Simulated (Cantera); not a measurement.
An adiabatic, constant-pressure homogeneous reactor starts with CH4 : CO : O2 : N2 : H2O = 1 : 0.043 : 2.02 : 13.3 : 1.3 (molar parts), at 1725 K and 4.90 bar.

Cantera simulation using GRI-Mech 3.0 (53 species, 325 reactions); the numbers are that mechanism's predictions, not measurements.

**Question.** Predict: time of steepest temperature rise; temperature at 3.00 s; equilibrium temperature; x(CO) at 3.00 s; x(O2) at 3.00 s; x(CO2) at 3.00 s.

**Answer.** 
* **time of steepest temperature rise**: 81.0 µs
* **temperature at 3.00 s**: 2630 K
* **equilibrium temperature**: 2630 K
* **x(CO) at 3.00 s**: 0.0156 (gas-phase equilibrium 0.0156)
* **x(O2) at 3.00 s**: 0.00771 (gas-phase equilibrium 0.00771)
* **x(CO2) at 3.00 s**: 0.0425 (gas-phase equilibrium 0.0425)
